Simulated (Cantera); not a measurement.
# Gas-phase reforming

An isothermal, constant-pressure homogeneous reactor starts with CH4 : CO2 = 1 : 0.8 (molar parts), at 1300 K and 593 Torr.

Computed with Cantera and GRI-Mech 3.0 (53 species, 325 reactions).

| t (s) | x CH4 | x CO2 | x HCO | x H | x C2H4 | x OH |
|---|---|---|---|---|---|---|
| 1.00e-5 | 0.556 | 0.444 | <1e-12 | 4.89e-10 | <1e-12 | <1e-12 |
| 4.68e-5 | 0.556 | 0.444 | <1e-12 | 4.89e-10 | <1e-12 | <1e-12 |
| 0.000219 | 0.556 | 0.444 | <1e-12 | 4.89e-10 | 1.04e-10 | <1e-12 |
| 0.00102 | 0.556 | 0.444 | <1e-12 | 5.02e-10 | 9.95e-9 | <1e-12 |
| 0.00478 | 0.556 | 0.444 | <1e-12 | 5.48e-10 | 3.37e-7 | 1.09e-12 |
| 0.0224 | 0.555 | 0.444 | <1e-12 | 6.15e-10 | 3.30e-6 | 1.22e-12 |
| 0.105 | 0.555 | 0.444 | <1e-12 | 1.05e-9 | 4.21e-5 | 2.10e-12 |
| 0.489 | 0.553 | 0.444 | 2.60e-12 | 4.43e-9 | 0.000625 | 9.27e-12 |
| 2.29 | 0.539 | 0.440 | 2.69e-12 | 2.33e-8 | 0.00262 | 5.79e-11 |
| 10.7 | 0.482 | 0.414 | 5.14e-12 | 8.48e-8 | 0.00463 | 3.69e-10 |
| 50.0 | 0.316 | 0.278 | 7.16e-11 | 2.09e-7 | 0.0175 | 2.53e-9 |
x: mole fraction; the columns are a selection and need not sum to one.

Equilibrium at this temperature and pressure: CH4 0.0569, CO2 2.14e-5, HCO 1.29e-9, H 8.61e-7, C2H4 0.000497, OH <1e-12 (gas phase only).
